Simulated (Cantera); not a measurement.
# Dilute partial oxidation

An isothermal, constant-pressure homogeneous reactor starts with CH₃OH : O₂ : N₂ = 0.0067 : 0.0029 : 1 (molar parts), equivalence ratio 3.5, at 1575 K and 750000 Pa.

Detailed kinetics in Cantera: GRI-Mech 3.0 (53 species, 325 reactions). GRI-Mech 3.0 was tuned for natural gas; its chemistry of methanol as a main component is partial and can be far from experiment.

| t (s) | x CH₃OH | x O₂ | x CH₂ | x HCO | x CH₂CO | x H | x CH₂O |
|---|---|---|---|---|---|---|---|
| 6.00e-6 | 0.00649 | 0.00284 | 8.22e-7 | 3.03e-8 | 3.90e-9 | 3.46e-6 | 0.000129 |
| 4.13e-5 | 0.00233 | 0.00226 | 4.21e-7 | 5.00e-6 | 1.30e-6 | 4.03e-5 | 0.00206 |
| 0.000284 | 6.74e-10 | 3.27e-7 | 4.26e-9 | 3.04e-8 | 1.17e-9 | 0.000616 | 4.38e-9 |
| 0.00195 | 1.58e-10 | 3.91e-9 | 2.01e-10 | 3.94e-9 | 4.88e-10 | 7.77e-5 | 5.59e-10 |
| 0.0134 | 3.50e-11 | 6.88e-11 | 6.50e-12 | 5.24e-10 | 1.24e-10 | 1.04e-5 | 2.14e-10 |
| 0.0923 | 6.52e-12 | 2.03e-12 | <1e-12 | 9.59e-11 | 1.65e-11 | 1.91e-6 | 1.62e-10 |
| 0.634 | 4.58e-12 | <1e-12 | <1e-12 | 7.07e-11 | 1.06e-11 | 1.41e-6 | 1.59e-10 |
| 4.36 | 4.01e-12 | <1e-12 | <1e-12 | 7.06e-11 | 7.64e-12 | 1.41e-6 | 1.58e-10 |
| 30.0 | 1.11e-12 | <1e-12 | <1e-12 | 7.06e-11 | 1.51e-12 | 1.41e-6 | 1.54e-10 |
x: mole fraction; the columns are a selection and need not sum to one.

Equilibrium at this temperature and pressure: CH₃OH <1e-12, O₂ <1e-12, CH₂ <1e-12, HCO 7.07e-11, CH₂CO <1e-12, H 1.41e-6, CH₂O 1.52e-10 (gas phase only).
